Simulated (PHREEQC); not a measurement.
Dissolve 1.3 mmol/kgw CdCl2, 14 mmol/kgw ZnCl2, 0.25 mmol/kgw NaF and 0.25 mmol/kgw Na2SO4 at 20 °C. Closed to the air; pH follows from the charge balance.

Computed with PHREEQC (ion-association model, phreeqc.dat).

Each row changes one thing in this solution. This is a speciation only: nothing precipitates in the calculation.

```
case                                            pH  ionic strength (mol/kgw)  Cl- (mol/kgw)  Zn+2 (mol/kgw)  CdCl+ (mol/kgw)  Cd+2 (mol/kgw)  SI of Halite (NaCl)
--------------------------------------------  ----  ------------------------  -------------  --------------  ---------------  --------------  -------------------
as made                                       5.55                    0.0440         0.0294          0.0135         0.000698        0.000538                -6.39
CdCl2 from 0.0013 to 0.013 mol/kgw            5.50                    0.0623         0.0439          0.0133          0.00768         0.00438                -6.23
temperature from 20 to 10 °C                  5.61                    0.0444         0.0295          0.0136         0.000693        0.000545                -6.37
temperature from 20 to 50 °C                  5.25                    0.0422         0.0285          0.0126         0.000706        0.000526                -6.43
ZnCl2 replaced by ZnBr2 at the same molality  5.67                    0.0444        0.00252          0.0138          4.50e-5        0.000405                -7.45
temperature from 20 to 65 °C                  5.10                    0.0408         0.0277          0.0119         0.000705        0.000526                -6.45
```

Complexes and solids missing from the database can't appear. At this temperature some constants are extrapolated from 25 °C, and those without enthalpy data are left unchanged.
